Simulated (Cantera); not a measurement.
Feed: 1 mol Si₃N₄, 0.01 mol N₂O, 5.6 mol H₂, at 13.3 mbar.

Method: chemical equilibrium by Gibbs-energy minimisation in Cantera with the NASA 1993 tables (ideal gas, pure condensed phases). Candidate condensed phases: H₂O, Si, SiO₂, Si₂N₂O, Si₃N₄; 35 gas species. Gases not in the tables: Si₂H₆ and higher silanes. Rates play no part. All values below are at 1773 K.

Base state: H₂ 0.733, N₂ 0.263, H 0.00211, SiO 0.00131, Si 0.000160, SiH 1.95e-5, SiH₂ 1.81e-5 (mole fractions); condensed: Si(l).

**Question.** What changes in the equilibrium state with this change: Si₃N₄ replaced by SiC?

**Answer.** 
```tsv
species	before	after
H₂	0.733	0.994
H	0.00211	0.00246
N₂	0.263	0.00177
CO	0	0.000909
SiO	0.00131	0.000868
HCN	0	1.65e-5
Si	0.000160	4.63e-5
SiH	1.95e-5	6.58e-6
SiH₂	1.81e-5	7.10e-6
Si(l), mol	2.99	0
SiC(s), mol	0	0.995
```
Further candidate phases: C, C₆H₆, C₇H₈, C₈H₁₈, SiC.
